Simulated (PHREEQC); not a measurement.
**Acid rinse or clean**

Make-up at 40 °C: 0.0096 mol HF, 3.2e-05 mol ZnSO4 and 0.14 mol CuCl2 per kg of water. Closed to the air; pH follows from the charge balance.

Equilibrium calculation in PHREEQC: ion-association model, wateq4f.dat.

```yaml
pH: 2.60
ionic_strength: 0.344 mol/kgw
activity_of_water: 0.993
total_alkalinity: -9.60 meq/kg
```

| species | molality | activity | log γ |
|---|---|---|---|
| Cl- | 0.240 | 0.160 | -0.178 |
| Cu+2 | 0.101 | 0.0274 | -0.568 |
| CuCl+ | 0.0353 | 0.0237 | -0.173 |
| HF | 0.00620 | 0.00671 | 0.034 |
| H+ | 0.00321 | 0.00248 | -0.112 |
| CuCl2 | 0.00219 | 0.00237 | 0.034 |
| F- | 0.00208 | 0.00137 | -0.183 |
| CuF+ | 0.00107 | 0.000777 | -0.140 |
| H2F2 | 6.23e-5 | 6.74e-5 | 0.034 |
| HF2- | 5.87e-5 | 3.85e-5 | -0.183 |
| Zn+2 | 2.31e-5 | 6.26e-6 | -0.568 |
| CuSO4 | 1.73e-5 | 1.87e-5 | 0.034 |
| SO4-2 | 1.32e-5 | 3.03e-6 | -0.638 |

Precipitation was switched off in this run. Species that the database lacks are ignored. Constants without temperature data keep their 25 °C values here.
